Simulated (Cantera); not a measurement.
A perfectly stirred reactor is fed with CH4 : H2 : O2 : N2 = 1 : 0.15 : 1.3 : 5.32 (molar parts), equivalence ratio 1.6, at 3600 Torr; it is adiabatic with a 425 K inlet, and is followed from long to short residence time, starting on the burning branch (τ in s: 0.16, 0.067, 0.027, 0.011, 0.0044, 0.0018, 0.00073, 0.00029, 0.00012, 4.8e-05, 2e-05, 7.9e-06).

Detailed kinetics in Cantera: GRI-Mech 3.0 (53 species, 325 reactions).

Problem. What does this change do: inlet temperature 425 to 523 K?

Solution. 
```tsv
quantity	before	after
blow-out, bracketed by the residence times tried	burning at 0.730 ms, out at 0.290 ms	burning at 0.730 ms, out at 0.290 ms
x(CH4) at τ = 0.160 s	0.00317	0.00174
x(H2) at τ = 0.160 s	0.0864	0.0909
x(O2) at τ = 0.160 s	0.000133	7.77e-5
x(NO) at τ = 0.160 s	4.84e-6	1.42e-5
x(CH2CO) at τ = 0.160 s	3.91e-6	1.80e-6
x(CH4) at τ = 0.730 ms	0.0178	0.0121
x(H2) at τ = 0.730 ms	0.0521	0.0580
x(O2) at τ = 0.730 ms	0.0164	0.00864
x(NO) at τ = 0.730 ms	3.65e-7	2.32e-6
x(CH2CO) at τ = 0.730 ms	0.000324	0.000165
```
